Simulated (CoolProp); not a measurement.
Normal hydrogen at 989.27 K and 0.547 MPa flows at 9.8 m/s in a round tube of 1 mm bore and 0.25 µm roughness, fully developed (64/Re and Nu = 3.66 if laminar; Colebrook and Gnielinski if turbulent). Each further row changes one setting.

Values from CoolProp's reference Helmholtz-energy equation of state, Leachman 2009.

| case | Reynolds number | Darcy friction factor | pressure drop (Pa/m) | heat-transfer coefficient (W/(m² K)) | mass flow (kg/h) |
|---|---|---|---|---|---|
| as stated | 63.8 | 1.00 | 6450 | 1670 | 0.00371 |
| velocity 19.6 m/s | 128 | 0.501 | 12900 | 1670 | 0.00742 |
| diameter 2 mm | 128 | 0.501 | 1610 | 835 | 0.0148 |

Viscosity comes from a separate model (Muzny 2013). Thermal conductivity comes from a separate model (Assael 2011).
